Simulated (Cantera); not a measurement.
# Catalytic combustion on Pt

An isothermal plug-flow reactor at 725 K and 750 Torr (inlet), inlet velocity 0.63 m/s, active area per volume 1600 1/m; feed 3.21 % CO, 18.9 % O2, 74.6 % N2, 3.31 % H2O, equivalence ratio 0.085.

Model: Deutschmann's 1995 Pt surface mechanism with GRI-Mech 3.0 gas chemistry, integrated in Cantera. Catalytic surfaces can have several steady states; this one follows from the mechanism file's or the stated starting coverage. Mass transfer to the wall is taken as infinitely fast.

```
z (m)       x CO   x O2   x H2O     x CO2  θ free Pt    θ O*     θ OH*     θ CO*
-------  -------  -----  ------  --------  ---------  ------  --------  --------
4.9e-05   0.0313  0.189  0.0331  0.000857     0.0458  0.0168  0.000835     0.937
8.6e-05   0.0306  0.188  0.0331   0.00153     0.0465  0.0173  0.000854     0.935
0.00015   0.0294  0.188  0.0331   0.00273     0.0478  0.0183  0.000891     0.933
0.00027   0.0270  0.187  0.0331   0.00520     0.0509  0.0209  0.000982     0.927
0.00049   0.0214  0.184  0.0332    0.0109     0.0616  0.0308   0.00131     0.906
0.00086  0.00909  0.179  0.0334    0.0234     0.0233   0.969   0.00454   0.00353
0.0015   0.00758  0.179  0.0335    0.0249     0.0166   0.978   0.00386   0.00148
0.0027   0.00613  0.178  0.0335    0.0264     0.0138   0.982   0.00352  0.000822
0.0049   0.00462  0.178  0.0335    0.0279     0.0120   0.984   0.00329  0.000468
```
x: gas mole fraction; θ: surface coverage.
